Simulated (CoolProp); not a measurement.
Properties of carbon dioxide at several states.

Values from CoolProp's reference Helmholtz-energy equation of state, Span 1996.

```csv
T (K),p (bar),phase,density (kg/m³),cv (kJ/(kg K)),expansivity (1/kK),conductivity (mW/(m K)),fugacity coefficient
498.6,26,gas,28.13,0.8322,2.187,…,0.9810
386.2,0.322,gas,0.4416,…,2.595,23.6,0.9993
854.6,0.589,gas,0.3648,1.000,1.171,…,1.000
970.4,76,supercritical,40.83,1.040,1.052,…,1.015
754.8,73,gas,50.92,0.9669,1.402,55.0,1.004
713.1,1.08,gas,0.8017,0.9435,1.404,49.8,1.0000
```

Some entries are withheld; supply them.


- 498.6, conductivity (mW/(m K)): 33.7
- 386.2, cv (kJ/(kg K)): 0.7389
- 854.6, conductivity (mW/(m K)): 60.5
- 970.4, conductivity (mW/(m K)): 70.4

Thermal conductivity comes from a separate model (Huber 2016).
